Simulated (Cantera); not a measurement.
Reactions in the system Cr-H-N

Standard-state values (1 bar) from the NASA 1993 polynomials, evaluated with Cantera. Values are per mole of reaction as written; species without (g) are pure solids or liquids, kept so even where they would boil at 1 bar.

Cr2N + 3 H(g) → NH3(g) + 2 Cr

| T (K) | ΔH° (kJ) | ΔS° (J/K) | ΔG° (kJ) | log10 K |
|---|---|---|---|---|
| 300 | -574.5 | -169.4 | -523.7 | 91.18 |
| 700 | -591.9 | -206.8 | -447.2 | 33.37 |
| 725 | -592.9 | -208.2 | -442.0 | 31.84 |
| 750 | -593.9 | -209.4 | -436.8 | 30.42 |
| 775 | -594.8 | -210.7 | -431.5 | 29.08 |
| 800 | -595.7 | -211.9 | -426.2 | 27.83 |
| 825 | -596.7 | -213.0 | -420.9 | 26.65 |
| 850 | -597.6 | -214.1 | -415.6 | 25.54 |
